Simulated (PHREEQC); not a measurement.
A column of 0.5 m (30 cells, dispersivity 0.04 m, 3600 s a shift, diffusion coefficient 3e-10 m²/s) holds 0.48 eq of the database's cation exchanger X per kg of pore water, first in equilibrium with 98 mmol/kgw MnCl2, 1.1 mmol/kgw KCl and 0.01 mmol/kgw HCl. It is flushed with 15 mmol/kgw ZnSO4, 79 mmol/kgw ZnCl2 and 0.01 mmol/kgw HCl, at 25 °C. Values are for the last cell. The system is closed to CO2. Precipitation was switched off in this run.

Base run: PHREEQC, ion-association model, phreeqc.dat. Each further column changes one thing. The table gives Zn in solution (mol/kgw).

| pore volumes | base | exchange capacity from 0.48 to 0.24 eq/kgw | dispersivity from 0.04 to 0.08 m |
|---|---|---|---|
| 0 | 0 | 0 | 0 |
| 0.55 | 1.11e-11 | 1.20e-7 | 5.22e-8 |
| 1.35 | 2.57e-5 | 0.00326 | 0.000569 |
| 2.15 | 0.00251 | 0.0451 | 0.00938 |
| 2.683 | 0.0133 | 0.0736 | 0.0245 |
| 3.217 | 0.0366 | 0.0864 | 0.0434 |
| 4.017 | 0.0706 | 0.0924 | 0.0668 |
| 4.817 | 0.0860 | 0.0936 | 0.0805 |
| 5.35 | 0.0901 | 0.0939 | 0.0856 |
| 5.883 | 0.0921 | 0.0939 | 0.0888 |
| 6.683 | 0.0933 | 0.0940 | 0.0914 |
| 7.483 | 0.0938 | 0.0940 | 0.0927 |
| 8.017 | 0.0939 | 0.0940 | 0.0932 |
